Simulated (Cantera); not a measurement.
A perfectly stirred reactor is fed with CH4 : C2H6 : O2 : N2 = 1 : 0.072 : 4.02 : 15.1 (molar parts), equivalence ratio 0.56, at 10.0 bar; it is adiabatic with a 800 K inlet, and is followed from long to short residence time, starting on the burning branch (τ in s: 0.11, 0.04, 0.015, 0.0056, 0.0021, 0.00078, 0.00029, 0.00011, 4.1e-05).

Cantera simulation using GRI-Mech 3.0 (53 species, 325 reactions); the numbers are that mechanism's predictions, not measurements.

### Question
Predict: blow-out, bracketed by the residence times tried; x(CH4) at τ = 0.110 s; x(C2H6) at τ = 0.110 s; x(O2) at τ = 0.110 s; x(CH2O) at τ = 0.110 s; x(NO) at τ = 0.110 s; x(CH4) at τ = 2.10 ms; x(C2H6) at τ = 2.10 ms; x(O2) at τ = 2.10 ms; x(CH2O) at τ = 2.10 ms; x(NO) at τ = 2.10 ms.

### Answer
| Item | Result |
|---|---|
| blow-out, bracketed by the residence times tried | burning at 41.0 µs, the shortest tried |
| x(CH4) at τ = 0.110 s | 9.52e-7 |
| x(C2H6) at τ = 0.110 s | 1.21e-8 |
| x(O2) at τ = 0.110 s | 0.0869 |
| x(CH2O) at τ = 0.110 s | 1.24e-7 |
| x(NO) at τ = 0.110 s | 0.000449 |
| x(CH4) at τ = 2.10 ms | 3.09e-5 |
| x(C2H6) at τ = 2.10 ms | 4.70e-7 |
| x(O2) at τ = 2.10 ms | 0.0874 |
| x(CH2O) at τ = 2.10 ms | 4.31e-6 |
| x(NO) at τ = 2.10 ms | 2.81e-5 |
